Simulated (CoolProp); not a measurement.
Vapour-liquid equilibrium of R152A (1) + R227EA (2) at 1.41 MPa; x and y are mole fractions of (1).

Computed with CoolProp (multi-fluid Helmholtz-energy mixture model, Outcalt 1996 and Lemmon 2016; pair parameters Bell 2016).

| x | bubble temperature (°C) | y at the bubble point | dew temperature at overall composition x (°C) | liquid density (mol/L) |
|---|---|---|---|---|
| 0.05 | 67.4 | 0.054 | 67.4 | 7.055 |
| 0.125 | 66.8 | 0.138 | 66.9 | 7.335 |
| 0.2 | 66.1 | 0.224 | 66.3 | 7.632 |
| 0.275 | 65.2 | ___ | 65.6 | 7.946 |
| 0.35 | 64.3 | 0.392 | 64.8 | 8.279 |
| 0.425 | 63.4 | 0.472 | ___ | 8.630 |
| 0.5 | 62.4 | 0.549 | 63.0 | 9.003 |
| 0.575 | 61.5 | 0.623 | ___ | 9.399 |
| 0.65 | 60.6 | 0.693 | 61.1 | 9.820 |
| 0.725 | 59.7 | 0.761 | 60.2 | 10.27 |
| 0.8 | 59.0 | ___ | 59.3 | 10.75 |
| 0.875 | 58.3 | 0.891 | 58.5 | 11.27 |
| 0.95 | 57.7 | 0.956 | 57.8 | 11.83 |

**Question.** What belongs in the gaps?

**Answer.** 
- 0.275, y at the bubble point: 0.309
- 0.425, dew temperature at overall composition x (°C): 63.9
- 0.575, dew temperature at overall composition x (°C): 62.1
- 0.8, y at the bubble point: 0.826

No azeotrope shows between x = 0.05 and 0.95.

The pair parameters rest on a limited set of measurements; away from them the model extrapolates. The gap from Raoult's law changes sign with composition, which may be real or a fault of the pair parameters; it wasn't checked against measurements.
